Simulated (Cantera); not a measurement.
Input (Python, Cantera) and output of one run.

```python
import numpy as np
import cantera as ct

gas_names = [...]  # 95 gases of nasa_gas.yaml made of C, F, H
cond_names = """
    C(gr) C6H6(L) C7H8(L) C8H18(L),n-octa
""".split()


# ... load() reads the species with a 1 bar reference pressure and builds the phases ...
atoms = {
    'CHF3': {'C': 1, 'H': 1, 'F': 3},
    'CH4': {'C': 1, 'H': 4},
}
top_T = {'C(gr)': 4500}  # K; cautious upper limits of use, not melting points


# ... equilibrate(T, P, feed) seeds the gas with the atoms and calls Mixture.equilibrate('TP', solver="vcs", rtol=1e-11, max_steps=5000) ...
results = []
T = 1348  # K
P = 133.322  # Pa
for m in [0.037, 0.062, 0.1, 0.17, 0.29, 0.49, 0.82]:
    feed = {'CHF3': 1, 'CH4': m}  # mol
    mix = equilibrate(T, P, feed)
    results.append((T, P, feed, dict(zip(mix.species_names, mix.species_moles))))

top = {s: max(r[3][s] / sum(r[3][g] for g in gas_names) for r in results) for s in gas_names}
cols = sorted((s for s in top if top[s] > 0.0001), key=lambda s: -top[s])[:9]
seen = [c for c in cond_names if any(r[3].get(c, 0) > 1e-12 for r in results)]
print("log10 of partial pressures in bar; condensed amounts in mol")
print(f"{'n(CH4)':>10s}" + "".join(f"{s[:9]:>10s}" for s in cols + seen))
for T, P, feed, n in results:
    ng = sum(n[g] for g in gas_names)
    print(f"{feed['CH4']:10.4g}" + "".join(f"{np.log10(max(n[s] / ng * P / 1e5, 1e-99)):10.3f}" for s in cols)
          + "".join(f"{n.get(c, 0):10.4g}" for c in seen))
```

Output:

```
log10 of partial pressures in bar; condensed amounts in mol
    n(CH4)        HF       CF4        H2     C(gr)
     0.037    -3.022    -3.417   -11.894     0.574
     0.062    -3.006    -3.461   -11.839     0.624
       0.1    -2.984    -3.528   -11.762       0.7
      0.17    -2.953    -3.660   -11.634      0.84
      0.29    -2.915    -3.928   -11.425      1.08
      0.49    -2.877    -5.348   -10.637      1.48
      0.82    -2.959   -19.692    -3.630      1.82
```

Cantera equilibrium calculation (NASA polynomials, part measured and part estimated; ideal gas, pure solids and liquids). Gases not in the tables: C2F6 and larger saturated fluorocarbons.
